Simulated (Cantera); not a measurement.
A freely propagating, adiabatic, planar premixed flame of CH4 : H2 : O2 : N2 : H2O = 1 : 0.072 : 2.1 : 8.4 : 3 (molar parts), equivalence ratio 0.97, unburnt at 523 K and 0.720 bar; mixture-averaged transport, grid criteria slope 0.08 and curve 0.16, no radiation.

Cantera simulation using GRI-Mech 3.0 (53 species, 325 reactions); the numbers are that mechanism's predictions, not measurements. Burning velocities carry a grid error of a few per cent, more on coarse grids.

Task: How do the results move with these cheaper or finer settings: unity-Lewis-number transport; multicomponent transport; multicomponent+Soret transport; grid criteria slope 0.5, curve 1; grid criteria slope 0.25, curve 0.5; grid criteria slope 0.03, curve 0.06?

Result: 
```
setting                               laminar burning velocity  thermal thickness  peak x(HO2)  peak x(H)  grid points
------------------------------------  ------------------------  -----------------  -----------  ---------  -----------
as above                                             40.1 cm/s            1.01 mm      9.47e-5    0.00292          136
unity-Lewis-number transport                         32.7 cm/s            1.10 mm      5.59e-5    0.00384          123
multicomponent transport                             41.0 cm/s            1.03 mm      9.38e-5    0.00299          136
multicomponent+Soret transport                       40.5 cm/s            1.03 mm      9.38e-5    0.00294          136
grid criteria slope 0.5, curve 1                     45.8 cm/s            1.10 mm      9.27e-5    0.00309           33
grid criteria slope 0.25, curve 0.5                  41.4 cm/s            1.04 mm      9.38e-5    0.00299           56
grid criteria slope 0.03, curve 0.06                 39.5 cm/s            1.01 mm      9.47e-5    0.00290          298
```
The base run took roughly 30 core-seconds.
Unity Lewis numbers drop preferential diffusion, which matters most where H2 and H carry the flame; Soret adds thermal diffusion.
